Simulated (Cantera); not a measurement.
A freely propagating, adiabatic, planar premixed flame of 12.3 % CH₃OH, 18.4 % O₂, 69.3 % N₂, unburnt at 675 K and 7500 Torr; mixture-averaged transport, grid criteria slope 0.08 and curve 0.16, no radiation.

Cantera simulation using GRI-Mech 3.0 (53 species, 325 reactions); the numbers are that mechanism's predictions, not measurements. GRI-Mech 3.0 was tuned for natural gas; its chemistry of methanol as a main component is partial and can be far from experiment. Burning velocities carry a grid error of a few per cent, more on coarse grids.

x: mole fraction of selected species; z is measured from the peak of heat release.

| z (mm) | T (K) | u (m/s) | x CH₃OH | x O₂ | x C₂H₂ | x NO | x C₂H | x CH₃ |
|---|---|---|---|---|---|---|---|---|
| -0.121 | 675 | 0.981 | 0.123 | 0.184 | <1e-8 | <1e-8 | <1e-8 | <1e-8 |
| -0.0804 | 678 | 0.988 | 0.122 | 0.183 | <1e-8 | <1e-8 | <1e-8 | <1e-8 |
| -0.0603 | 689 | 1.01 | 0.121 | 0.181 | <1e-8 | <1e-8 | <1e-8 | <1e-8 |
| -0.0402 | 747 | 1.10 | 0.117 | 0.175 | <1e-8 | ___ | <1e-8 | <1e-8 |
| -0.0201 | 1049 | 1.59 | 0.0891 | 0.145 | 3.72e-8 | ___ | <1e-8 | 9.93e-8 |
| -0.0101 | 1403 | 2.19 | 0.0495 | 0.109 | 8.96e-8 | ___ | <1e-8 | 4.28e-6 |
| 0 | 1819 | 2.92 | 0.00556 | 0.0662 | 1.78e-7 | ___ | <1e-8 | 7.25e-5 |
| 0.0101 | 2019 | 3.24 | 2.26e-5 | 0.0402 | 6.45e-8 | ___ | <1e-8 | 1.30e-5 |
| 0.0201 | 2127 | 3.39 | 6.05e-8 | 0.0281 | <1e-8 | ___ | <1e-8 | 7.57e-7 |
| 0.0402 | 2250 | 3.55 | <1e-8 | 0.0194 | <1e-8 | ___ | <1e-8 | <1e-8 |
| 0.0804 | 2355 | 3.69 | <1e-8 | 0.0137 | <1e-8 | ___ | <1e-8 | <1e-8 |
| 0.161 | 2425 | 3.79 | <1e-8 | 0.01000 | <1e-8 | ___ | <1e-8 | <1e-8 |
| 0.322 | 2460 | 3.83 | <1e-8 | 0.00805 | <1e-8 | ___ | <1e-8 | <1e-8 |

What belongs in the gaps?


- -0.0402, x NO: 5.95e-8
- -0.0201, x NO: 6.04e-7
- -0.0101, x NO: 2.08e-6
- 0, x NO: 5.63e-6
- 0.0101, x NO: 1.01e-5
- 0.0201, x NO: 1.48e-5
- 0.0402, x NO: 2.34e-5
- 0.0804, x NO: 3.69e-5
- 0.161, x NO: 5.68e-5
- 0.322, x NO: 8.77e-5
